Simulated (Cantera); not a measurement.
A closed system holds: 1 mol HF, 0.84 mol H2O, 13 mol H2, at 40.0 Pa.

Equilibrium computed with Cantera from the NASA thermochemical tables; the gas is ideal and each condensed phase is pure. Candidate condensed phases: H2O; 37 gas species. Ions and electrons are included (thermal ionisation). Equilibrium is a limit: real reactors are often held back by kinetics, nucleation or transport.

Problem. At 1727 °C, list the 6 most abundant gas species with their mole fractions, and the condensed phases.

Solution. H2 0.808, H 0.0731, HF 0.0649, H2O 0.0540, OH 0.000488, O 3.23e-5. Condensed: gas only.
